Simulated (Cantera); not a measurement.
An isothermal, constant-pressure homogeneous reactor starts with H2 : O2 = 0.11 : 1 (molar parts), equivalence ratio 0.055, at 1050 K and 0.00158 atm.

Detailed kinetics in Cantera: the H2/O2 subset of GRI-Mech 3.0, which has no nitrogen chemistry. Radical loss at walls, strong at low pressure, is not modelled. The temperature is held fixed by assumption; the heat of reaction is taken as removed at once.

x: mole fraction; the columns are a selection and need not sum to one.

```tsv
t (s)	x H2	x O2	x H2O	x HO2	x OH	x O
0.000200	0.0991	0.901	1.41e-12	7.64e-11	7.25e-12	8.11e-12
0.000485	0.0991	0.901	1.66e-11	1.85e-10	3.36e-11	4.30e-11
0.00118	0.0991	0.901	1.74e-10	4.50e-10	1.40e-10	2.22e-10
0.00285	0.0991	0.901	1.94e-9	1.09e-9	7.31e-10	1.40e-9
0.00691	0.0991	0.901	5.16e-8	2.69e-9	[?]	2.69e-8
0.0168	0.0990	0.901	4.10e-5	4.23e-8	[?]	2.04e-5
0.0406	0.00542	0.843	0.0744	1.06e-6	[?]	0.0382
0.0985	0.00240	0.841	0.0816	1.03e-6	0.00321	0.0435
0.239	0.00210	0.850	0.0859	1.04e-6	0.00301	0.0366
0.579	0.00148	0.866	0.0931	1.03e-6	[?]	0.0244
1.40	0.000647	0.884	0.100	9.04e-7	[?]	0.0101
3.40	0.000149	0.893	0.103	5.68e-7	[?]	0.00229
8.25	2.46e-5	0.895	0.104	2.23e-7	[?]	0.000380
20.0	4.38e-6	0.896	0.104	6.50e-8	[?]	6.80e-5
```

Problem. What belongs in the gaps?

Solution. 
- 0.00691, x OH: 1.32e-8
- 0.0168, x OH: 9.95e-6
- 0.0406, x OH: 0.00439
- 0.579, x OH: 0.00255
- 1.40, x OH: 0.00169
- 3.40, x OH: 0.000812
- 8.25, x OH: 0.000331
- 20.0, x OH: 0.000140
